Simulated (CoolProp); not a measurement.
Vapour-liquid equilibrium of isohexane (1) + n-hexane (2) at 456.1 K; x and y are mole fractions of (1).

Values from CoolProp's multi-fluid Helmholtz-energy mixture model, Lemmon 2006 and Thol 2019; pair parameters Bell 2016.

| x | bubble pressure (bar) | y at the bubble point | dew pressure at overall composition x (bar) | liquid density (mol/L) |
|---|---|---|---|---|
| 0.05 | (withheld) | 0.056 | 13.80 | 5.437 |
| 0.125 | (withheld) | 0.137 | 13.97 | 5.423 |
| 0.2 | 14.19 | 0.218 | 14.15 | 5.409 |
| 0.275 | 14.38 | 0.297 | (withheld) | 5.395 |
| 0.35 | 14.57 | 0.374 | 14.51 | 5.381 |
| 0.425 | 14.75 | 0.450 | 14.69 | 5.367 |
| 0.5 | 14.94 | 0.525 | (withheld) | 5.353 |
| 0.575 | 15.12 | 0.598 | 15.06 | 5.340 |
| 0.65 | 15.30 | 0.671 | 15.25 | 5.326 |
| 0.725 | 15.47 | (withheld) | 15.43 | 5.313 |
| 0.8 | 15.64 | 0.814 | 15.61 | 5.300 |
| 0.875 | 15.81 | 0.884 | 15.79 | 5.287 |
| 0.95 | (withheld) | 0.954 | 15.96 | 5.275 |

Question: What belongs in the gaps?

Answer: 
- 0.05, bubble pressure (bar): 13.81
- 0.125, bubble pressure (bar): 14.00
- 0.275, dew pressure at overall composition x (bar): 14.33
- 0.5, dew pressure at overall composition x (bar): 14.88
- 0.725, y at the bubble point: 0.743
- 0.95, bubble pressure (bar): 15.97

No azeotrope shows between x = 0.05 and 0.95.

The pair parameters rest on a limited set of measurements; away from them the model extrapolates.
